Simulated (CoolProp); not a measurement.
R125 at 298.15 K and 2.15 MPa flows at 9.8 m/s in a round tube of 12.7 mm bore and 1.5 µm roughness, fully developed (64/Re and Nu = 3.66 if laminar; Colebrook and Gnielinski if turbulent). Each further row changes one setting.

Values from CoolProp's reference Helmholtz-energy equation of state, Lemmon 2005.

| case | Reynolds number | Darcy friction factor | pressure drop (Pa/m) | heat-transfer coefficient (W/(m² K)) | mass flow (kg/h) |
|---|---|---|---|---|---|
| as stated | 1030000 | … | 62000 | 16800 | … |
| velocity 19.6 m/s | 2060000 | … | 238000 | … | 10700 |
| diameter 25.4 mm | 2060000 | 0.0120 | … | … | 21500 |

Problem. Complete the blanks.

Solution. 
- as stated, Darcy friction factor: 0.0137
- as stated, mass flow (kg/h): 5370
- velocity 19.6 m/s, Darcy friction factor: 0.0131
- velocity 19.6 m/s, heat-transfer coefficient (W/(m² K)): 32500
- diameter 25.4 mm, pressure drop (Pa/m): 27200
- diameter 25.4 mm, heat-transfer coefficient (W/(m² K)): 15200

Viscosity comes from a separate model (Huber 2006). Thermal conductivity comes from a separate model (Perkins 2006).
